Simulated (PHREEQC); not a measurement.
A PHREEQC speciation (ion-association model, phreeqc.dat) at 80 °C gives pH 6.43 and these molalities:

```json
[
 {"species": "Ca+2", "mol/kgw": "0.00377"},
 {"species": "SO4-2", "mol/kgw": "0.00377"},
 {"species": "CaSO4", "mol/kgw": "0.00123"},
 {"species": "OH-", "mol/kgw": "8.00e-7"}
]
```

Question: What are the element totals, and what could have been dissolved in 1 kg of water to give them?

Answer: Several could match; the one computed here: totals Ca 0.00500, S(6) 0.00500 mol/kgw, from 0.005 mol CaSO4 per kg of water.

This is a speciation only: nothing precipitates in the calculation. Complexes and solids missing from the database can't appear. At this temperature some constants are extrapolated from 25 °C, and those without enthalpy data are left unchanged.
